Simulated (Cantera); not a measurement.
An isothermal, constant-pressure homogeneous reactor starts with NO : N₂ = 1 : 10 (molar parts), at 1800 K and 100.0 Torr. Integrator tolerance rtol = 1e-08.

Model: GRI-Mech 3.0 (53 species, 325 reactions), integrated in Cantera.

| quantity | before | after |
|---|---|---|
| x(NO) at 10.0 s | 0.0841 (gas-phase equilibrium 0.00211) | 0.0881 (gas-phase equilibrium 0.00211) |
| x(O₂) at 10.0 s | 0.00339 (gas-phase equilibrium 0.0444) | 0.00136 (gas-phase equilibrium 0.0443) |
| x(N₂) at 10.0 s | 0.912 (gas-phase equilibrium 0.953) | 0.910 (gas-phase equilibrium 0.953) |
| x(N₂O) at 10.0 s | 2.84e-6 (gas-phase equilibrium 4.87e-8) | 3.07e-6 (gas-phase equilibrium 2.86e-8) |
| x(O) at 10.0 s | 2.28e-5 (gas-phase equilibrium 7.06e-5) | 2.98e-5 (gas-phase equilibrium 0.000120) |
| x(NO₂) at 10.0 s | 1.08e-5 (gas-phase equilibrium 8.87e-7) | 4.76e-6 (gas-phase equilibrium 5.21e-7) |

Task: What was changed between the two runs?
(A) N2 10 to 67 parts
(B) pressure from 100.0 Torr to 1.20 bar
(C) pressure from 100.0 Torr to 34.5 Torr
(D) NO 1 to 3 parts

Result: C, pressure from 100.0 Torr to 34.5 Torr
